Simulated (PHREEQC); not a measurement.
## Brine (model solution)

Make-up at 25 °C: 1.4 mol/kgw LiBr, 0.28 mol/kgw CaCl2 and 2.6e-05 mol/kgw H4SiO4. Closed to the air; pH follows from the charge balance.

The numbers come from PHREEQC with the Pitzer model, pitzer.dat.

Precipitation was switched off in this run.

Question: Estimate the pH.

Answer: pH 6.42.

Complexes and solids missing from the database can't appear. In brines, pH and single-ion activities rest on the MacInnes convention.
